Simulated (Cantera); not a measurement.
Source: NASA polynomial tables (part measured, part estimated), evaluated in Cantera. Values are per mole of reaction as written; species without (g) are pure solids or liquids, kept so even where they would boil at 1 bar. FeO: taken at fixed stoichiometry.

2 Fe2O3 → O2(g) + 4 FeO

| T (K) | ΔH° (kJ) | ΔS° (J/K) | ΔG° (kJ) | log10 K |
|---|---|---|---|---|
| 1023 | 538.9 | 243.0 | 290.3 | -14.82 |
| 1048 | 538.3 | 242.4 | 284.2 | -14.17 |
| 1073 | … | … | … | … |
| 1098 | … | … | … | … |
| 1123 | 536.9 | 241.2 | 266.1 | -12.38 |
| 1148 | 536.6 | 240.9 | 260.1 | -11.83 |
| 1173 | 536.3 | 240.6 | 254.0 | -11.31 |
| 1198 | … | … | … | … |

Q: What belongs in the gaps?

A: 
- 1073, ΔH° (kJ): 537.8
- 1073, ΔS° (J/K): 241.9
- 1073, ΔG° (kJ): 278.2
- 1073, log10 K: -13.54
- 1098, ΔH° (kJ): 537.3
- 1098, ΔS° (J/K): 241.5
- 1098, ΔG° (kJ): 272.1
- 1098, log10 K: -12.94
- 1198, ΔH° (kJ): 536.1
- 1198, ΔS° (J/K): 240.4
- 1198, ΔG° (kJ): 248.0
- 1198, log10 K: -10.81
